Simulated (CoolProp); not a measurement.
CH2F2 (R32) at several states: density (kg/m³) from the reference equation and from simpler models built on Tc = 78.1 °C, pc = 57.83 bar, ω = 0.277; each cubic takes its own stable root.

Computed with CoolProp (reference Helmholtz-energy equation of state, Tillner-Roth 1997).

| T (°C) | p (bar) | phase | reference | van der Waals | Redlich-Kwong | Soave-Redlich-Kwong | Peng-Robinson |
|---|---|---|---|---|---|---|---|
| 132.25 | 52.2 | gas | ___ | 103.9 | 103.8 | ___ | 103.6 |
| -122.75 | 101 | liquid | ___ | ___ | ___ | ___ | 1197 |
| -18.15 | 111 | liquid | 1142 | 612.9 | 865.4 | 895.8 | ___ |
| 24.55 | 0.259 | gas | 0.5461 | 0.5454 | 0.5457 | 0.5458 | 0.5459 |

Q: What belongs in the gaps?

A: 
- 132.25, reference: 104.0
- 132.25, Soave-Redlich-Kwong: 100.4
- -122.75, reference: 1403
- -122.75, van der Waals: 712.8
- -122.75, Redlich-Kwong: 1052
- -122.75, Soave-Redlich-Kwong: 1067
- -18.15, Peng-Robinson: 1011
